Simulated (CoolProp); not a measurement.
Properties of carbonyl sulfide along the isobar 75.3 bar.

Computed with CoolProp (reference Helmholtz-energy equation of state, Lemmon 2006). It is a short technical equation, of lower accuracy than the large ones.

```tsv
T (K)	phase	Z	cv (kJ/(kg K))	speed of sound (m/s)	isothermal compressibility (1/MPa)	expansivity (1/kK)	fugacity coefficient
285.5	liquid	0.1821	0.7055	791.6	0.002738	2.373	0.1275
301	liquid	0.1796	0.7081	720.4	0.003547	2.677	0.1809
316.4	liquid	0.1786	0.7118	647.8	0.004771	3.097	0.2448
331.9	liquid	0.1794	0.7171	571.8	0.006808	3.727	0.3191
347.3	liquid	0.1829	0.7249	491.4	0.01062	4.766	0.4011
362.8	liquid	0.1912	0.7384	401.3	0.01986	6.916	0.4893
378.2	liquid	0.2131	0.7715	288.5	0.06314	14.88	0.5782
393.7	supercritical	0.4193	0.8343	180.8	0.5581	44.19	0.6539
409.1	supercritical	0.5749	0.7536	201.2	0.2780	13.78	0.6997
424.6	supercritical	0.6549	0.7275	216.2	0.2212	8.713	0.7356
440	supercritical	0.7097	0.7163	228.4	0.1958	6.584	0.7652
455.5	supercritical	0.7515	0.7114	239.0	0.1810	5.374	0.7907
```
